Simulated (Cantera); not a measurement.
An isothermal, constant-pressure homogeneous reactor starts with H2 : O2 : N2 = 1.9 : 1 : 19 (molar parts), equivalence ratio 0.95, at 1050 K and 1.00 bar. Integrator tolerance rtol = 1e-08.

Computed with Cantera and GRI-Mech 3.0 (53 species, 325 reactions). The temperature is held fixed by assumption; the heat of reaction is taken as removed at once.

Question: What does this change do: temperature 1050 to 775 K?

Answer: 
```json
[
 {"quantity": "x(H2) at 8.00 s", "before": "2.33e-8 (gas-phase equilibrium 6.76e-10)", "after": "0.0868 (gas-phase equilibrium <1e-12)"},
 {"quantity": "x(O2) at 8.00 s", "before": "0.00239 (gas-phase equilibrium 0.00238)", "after": "0.0457 (gas-phase equilibrium 0.00239)"},
 {"quantity": "x(NO2) at 8.00 s", "before": "1.65e-7 (gas-phase equilibrium 2.49e-8)", "after": "<1e-12 (gas-phase equilibrium 6.43e-9)"},
 {"quantity": "x(HO2) at 8.00 s", "before": "1.00e-9 (gas-phase equilibrium 6.61e-11)", "after": "1.16e-7 (gas-phase equilibrium <1e-12)"},
 {"quantity": "x(H2O) at 8.00 s", "before": "0.0907 (gas-phase equilibrium 0.0907)", "after": "5.09e-7 (gas-phase equilibrium 0.0907)"}
]
```
Below about 950 K walls govern HO2 and H2O2 in real vessels.

Question: What does this change do: temperature 1050 to 800 K?

Answer: 
```json
[
 {"quantity": "x(H2) at 8.00 s", "before": "2.33e-8 (gas-phase equilibrium 6.76e-10)", "after": "0.0867 (gas-phase equilibrium <1e-12)"},
 {"quantity": "x(O2) at 8.00 s", "before": "0.00239 (gas-phase equilibrium 0.00238)", "after": "0.0456 (gas-phase equilibrium 0.00239)"},
 {"quantity": "x(NO2) at 8.00 s", "before": "1.65e-7 (gas-phase equilibrium 2.49e-8)", "after": "<1e-12 (gas-phase equilibrium 7.55e-9)"},
 {"quantity": "x(HO2) at 8.00 s", "before": "1.00e-9 (gas-phase equilibrium 6.61e-11)", "after": "6.51e-7 (gas-phase equilibrium <1e-12)"},
 {"quantity": "x(H2O) at 8.00 s", "before": "0.0907 (gas-phase equilibrium 0.0907)", "after": "1.67e-5 (gas-phase equilibrium 0.0907)"}
]
```
Below about 950 K walls govern HO2 and H2O2 in real vessels.
